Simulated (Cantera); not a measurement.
**Premixed flame**

A freely propagating, adiabatic, planar premixed flame of 31.6 % H2, 14.4 % O2, 54.0 % N2, equivalence ratio 1.1, unburnt at 698 K and 60000 Pa; multicomponent+Soret transport, grid criteria slope 0.08 and curve 0.16, no radiation.

Computed with Cantera and the H2/O2 subset of GRI-Mech 3.0, which has no nitrogen chemistry. Burning velocities carry a grid error of a few per cent, more on coarse grids.

| z (mm) | T (K) | u (m/s) | x H2 | x O2 | x H2O2 | x O | x H2O | x H |
|---|---|---|---|---|---|---|---|---|
| -2.93 | 698 | 9.59 | 0.316 | 0.144 | <1e-8 | <1e-8 | <1e-8 | <1e-8 |
| -1.95 | 698 | 9.59 | 0.316 | 0.144 | <1e-8 | <1e-8 | <1e-8 | <1e-8 |
| -1.46 | 698 | 9.59 | 0.316 | 0.144 | <1e-8 | <1e-8 | <1e-8 | <1e-8 |
| -0.976 | 698 | 9.59 | 0.316 | 0.144 | <1e-8 | <1e-8 | 6.88e-8 | 2.88e-7 |
| -0.488 | 707 | 9.68 | 0.312 | 0.144 | 9.13e-7 | 1.15e-5 | 0.000548 | 0.000329 |
| -0.244 | 841 | 11.3 | 0.283 | 0.141 | 2.85e-6 | 0.000435 | 0.0139 | 0.00800 |
| 0 | 1255 | 16.3 | 0.156 | 0.0910 | 2.97e-6 | 0.00778 | 0.114 | 0.0563 |
| 0.244 | 1555 | 20.0 | 0.0686 | 0.0349 | 1.97e-6 | 0.0145 | 0.212 | 0.0817 |
| 0.488 | 1691 | 21.6 | 0.0607 | 0.0258 | 1.21e-6 | 0.0146 | 0.229 | 0.0746 |
| 0.976 | 1846 | 23.4 | 0.0618 | 0.0221 | 6.55e-7 | 0.0130 | 0.238 | 0.0610 |
| 1.95 | 2011 | 25.2 | 0.0618 | 0.0186 | 3.58e-7 | 0.0106 | 0.249 | 0.0468 |
| 3.90 | 2177 | 26.9 | 0.0595 | 0.0149 | 2.17e-7 | 0.00794 | 0.263 | 0.0337 |
| 7.81 | 2331 | 28.4 | 0.0554 | 0.0113 | 1.56e-7 | 0.00537 | 0.277 | 0.0228 |
x: mole fraction of selected species; z is measured from the peak of heat release.

```json
{
  "laminar_burning_velocity": "959 cm/s",
  "thermal_thickness": "0.976 mm",
  "peak x(H2O2)": "3.01e-6",
  "peak x(O)": "0.0148",
  "peak x(H)": "0.0817",
  "grid_points": "134"
}
```
